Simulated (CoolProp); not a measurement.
Vapour-liquid equilibrium of n-hexane (1) + ethylbenzene (2) at 189.85 °C; x and y are mole fractions of (1).

Computed with CoolProp (multi-fluid Helmholtz-energy mixture model, Thol 2019 and Zhou 2012; pair parameters Bell 2016).

```csv
x,bubble pressure (MPa),y at the bubble point,dew pressure at overall composition x (MPa),liquid density (mol/L)
0.05,?,0.182,?,6.581
0.2,0.6065,0.489,0.4278,?
0.35,0.7792,0.650,0.5061,6.267
0.5,?,0.757,0.6163,6.088
0.65,?,0.839,0.7791,5.889
0.8,1.281,0.909,1.027,5.662
0.95,1.467,0.977,1.390,5.397
```

Task: Fill in the missing entries.

Result: 
- 0.05, bubble pressure (MPa): 0.4200
- 0.05, dew pressure at overall composition x (MPa): 0.3697
- 0.2, liquid density (mol/L): 6.431
- 0.5, bubble pressure (MPa): 0.9446
- 0.65, bubble pressure (MPa): 1.109

No azeotrope shows between x = 0.05 and 0.95.

The pair parameters rest on a limited set of measurements; away from them the model extrapolates. The gap from Raoult's law changes sign with composition, which may be real or a fault of the pair parameters; it wasn't checked against measurements.
